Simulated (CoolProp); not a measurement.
Properties of carbon monoxide along the isobar 2.42 bar.

Values from CoolProp's reference Helmholtz-energy equation of state, Lemmon 2006. It is a short technical equation, of lower accuracy than the large ones.

| T (°C) | phase | density (kg/m³) | isothermal compressibility (1/MPa) | fugacity coefficient |
|---|---|---|---|---|
| -162.35 | gas | [?] | [?] | 0.9612 |
| -144.25 | gas | [?] | 4.243 | [?] |
| -126.25 | gas | 5.647 | 4.206 | 0.9829 |
| -108.25 | gas | 5.004 | 4.183 | 0.9880 |
| -90.15 | gas | 4.494 | 4.168 | 0.9915 |
| -72.15 | gas | 4.081 | 4.158 | 0.9938 |
| -54.15 | gas | 3.739 | 4.151 | 0.9955 |
| -36.05 | gas | 3.450 | 4.145 | 0.9968 |
| -18.05 | gas | 3.203 | 4.142 | 0.9977 |
| -0.05 | gas | 2.990 | 4.139 | 0.9984 |
| 18.05 | gas | 2.803 | 4.136 | 0.9990 |
| 36.05 | gas | 2.638 | 4.135 | 0.9994 |
| 54.05 | gas | 2.492 | 4.133 | 0.9997 |
| 72.15 | gas | 2.361 | 4.132 | 1.0000 |
| 90.15 | gas | 2.244 | 4.131 | 1.000 |
| 108.15 | gas | 2.137 | 4.131 | 1.000 |

Task: What belongs in the gaps?

Result: 
- -162.35, density (kg/m³): 7.667
- -162.35, isothermal compressibility (1/MPa): 4.312
- -144.25, density (kg/m³): 6.491
- -144.25, fugacity coefficient: 0.9749
